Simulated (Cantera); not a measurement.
Equilibrium for aluminium nitride and oxide growth: AlCl3 + O2 + H2 + HCl

Input: 1 mol AlCl3, 1.3 mol O2, 1.1 mol H2, 2 mol HCl, held at 12.0 Pa.

These are equilibrium values from Cantera (NASA tables, ideal gas, pure condensed phases), not measurements of a reactor. Candidate condensed phases: Al, AlCl3, Al2O3, H2O; 29 gas species. Condensed phases not in the tables: AlOCl. Equilibrium is a limit: real reactors are often held back by kinetics, nucleation or transport.

From 650 °C to 1350 °C the condensed part is Al2O3(s).

| T (°C) | log p HCl | log p Cl | log p O2 | log p Cl2 | log p H2O | log p OH | n Al2O3(s) |
|---|---|---|---|---|---|---|---|
| 650 | -4.02 | -6.43 | -4.92 | -4.96 | -5.76 | -11.09 | 0.500 |
| 750 | -4.02 | -5.78 | -4.91 | -5.03 | -6.01 | -10.31 | 0.500 |
| 850 | -4.02 | -5.27 | -4.91 | -5.15 | -6.17 | -9.65 | 0.500 |
| 950 | -4.04 | -4.93 | -4.93 | -5.42 | -6.15 | -9.03 | 0.500 |
| 1050 | -4.05 | -4.76 | -4.95 | -5.89 | -5.91 | -8.39 | 0.500 |
| 1150 | -4.07 | -4.67 | -4.98 | -6.40 | -5.61 | -7.80 | 0.500 |
| 1250 | -4.09 | -4.60 | -5.02 | -6.86 | -5.37 | -7.29 | 0.500 |
| 1350 | -4.12 | -4.53 | -5.08 | -7.25 | -5.20 | -6.88 | 0.500 |
log p: log10 of the partial pressure in bar; n: condensed amount in mol.
